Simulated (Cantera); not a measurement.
**TEOS + O3 + N2 + H2O (silicon oxide and oxynitride deposition)**

Input: 1 mol TEOS, 2.7 mol O3, 180 mol N2, 0.46 mol H2O, held at 13300 Pa.

Equilibrium computed with Cantera from the NASA thermochemical tables; the gas is ideal and each condensed phase is pure. Candidate condensed phases: C, C6H6, C7H8, C8H18, H2O, Si, SiC, SiO2, Si2N2O, Si3N4; 151 gas species. The feed counts by its element totals alone. The tables hold silica as quartz up to 1696 K and as liquid above; real silica turns to tridymite and cristobalite and melts near 1996 K. The numbers say what is thermodynamically allowed, not how fast it happens.

| T (K) | x N2 | x H2 | x CO | x CO2 | x H2O | x CH4 | n C(graphite) | n SiO2(α-quartz) | n SiO2(β-quartz) |
|---|---|---|---|---|---|---|---|---|---|
| 723 | 0.921 | 0.0410 | 0.00912 | 0.0174 | 0.0102 | 0.00119 | 2.59 | 1.00 | 0 |
| 773 | 0.913 | 0.0459 | 0.0204 | 0.0136 | 0.00596 | 0.000595 | 1.18 | 1.00 | 0 |
| 823 | 0.907 | 0.0484 | 0.0310 | 0.00915 | 0.00395 | 0.000195 | 0 | 1.00 | 0 |
| 873 | 0.907 | 0.0480 | 0.0320 | 0.00828 | 0.00465 | 2.58e-5 | 0 | 0 | 1.00 |
| 923 | 0.907 | 0.0473 | 0.0328 | 0.00756 | 0.00535 | 4.15e-6 | 0 | 0 | 1.00 |
| 973 | 0.907 | 0.0467 | 0.0334 | 0.00691 | 0.00599 | 8.07e-7 | 0 | 0 | 1.00 |
| 1023 | 0.907 | 0.0461 | 0.0340 | 0.00633 | 0.00657 | 1.85e-7 | 0 | 0 | 1.00 |
| 1073 | 0.907 | 0.0456 | 0.0345 | 0.00581 | 0.00709 | 4.90e-8 | 0 | 0 | 1.00 |
| 1123 | 0.907 | 0.0452 | 0.0350 | 0.00535 | 0.00755 | 1.47e-8 | 0 | 0 | 1.00 |
| 1173 | 0.907 | 0.0447 | 0.0354 | 0.00494 | 0.00796 | 4.89e-9 | 0 | 0 | 1.00 |
x: gas mole fraction; n: condensed amount in mol.

From 723 K to 773 K the condensed part is C(graphite) + SiO2(α-quartz). At 823 K the condensed part is SiO2(α-quartz). From 873 K to 1173 K the condensed part is SiO2(β-quartz).
